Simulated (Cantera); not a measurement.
## Equilibrium for silicon nitride deposition: SiH2Cl2 + N2

Charge: 1 mol SiH2Cl2, a varied amount of N2, equilibrated at 2098 K and 0.100 bar.

These are equilibrium values from Cantera (NASA tables, ideal gas, pure condensed phases), not measurements of a reactor. Candidate condensed phases: NH4Cl, Si, Si3N4; 28 gas species. The tables' values for SiCl, SiCl3, SiN are old estimates; treat these amounts as uncertain. Gases not in the tables: Si2H6 and higher silanes. The numbers say what is thermodynamically allowed, not how fast it happens.

```tsv
n(N2) (mol)	x N2	x H2	x SiCl2	x HCl	x H	x SiCl	x Cl	x Si	n Si(l)
6.3	0.756	0.0885	0.0871	0.0600	0.00290	0.00158	0.00144	0.00131	0.239
8.7	0.810	0.0686	0.0676	0.0465	0.00255	0.00139	0.00127	0.00131	0.234
12	0.854	0.0523	0.0516	0.0355	0.00223	0.00121	0.00111	0.00131	0.228
17	0.892	0.0384	0.0380	0.0261	0.00191	0.00104	0.000953	0.00131	0.218
24	0.920	0.0280	0.0277	0.0190	0.00163	0.000890	0.000814	0.00131	0.206
33	0.940	0.0207	0.0206	0.0141	0.00140	0.000766	0.000701	0.00131	0.189
46	0.956	0.0150	0.0149	0.0102	0.00119	0.000653	0.000598	0.00131	0.166
65	0.968	0.0107	0.0107	0.00730	0.00101	0.000551	0.000505	0.00131	0.133
90	0.976	0.00776	0.00772	0.00528	0.000857	0.000469	0.000430	0.00131	0.0898
```
x: gas mole fraction; n: condensed amount in mol.

From 6.3 mol N2 to 90 mol N2 the condensed part is Si(l). The main Si-bearing gas is SiCl2 throughout. The share of Si in condensed phases is highest at 6.3 mol N2 (23.9 %) and lowest at 90 mol N2 (9.0 %).
